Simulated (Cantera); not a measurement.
Charge: 1 mol BCl3, 1 mol O2, 19 mol N2, equilibrated at 2400 K and 0.00200 bar.

Equilibrium computed with Cantera from the NASA thermochemical tables; the gas is ideal and each condensed phase is pure. Candidate condensed phases: B, BN, B2O3; 25 gas species. The tables' values for BOCl are old estimates; treat these amounts as uncertain. Equilibrium is a limit: real reactors are often held back by kinetics, nucleation or transport.

**Question.** What is the equilibrium state?

**Answer.** 
| Property | Value |
|---|---|
| x(N2) | 0.817 |
| x(Cl) | 0.128 |
| x(BO) | 0.0144 |
| x(BO2) | 0.0136 |
| x(O) | 0.0122 |
| x(B2O3) | 0.00677 |
| x(O2) | 0.00395 |
| x(NO) | 0.00267 |
| x(BOCl) | 0.00153 |
| gas amount | 23.21 mol |
| log10 activity of B(l) (absent) | -6.60 |
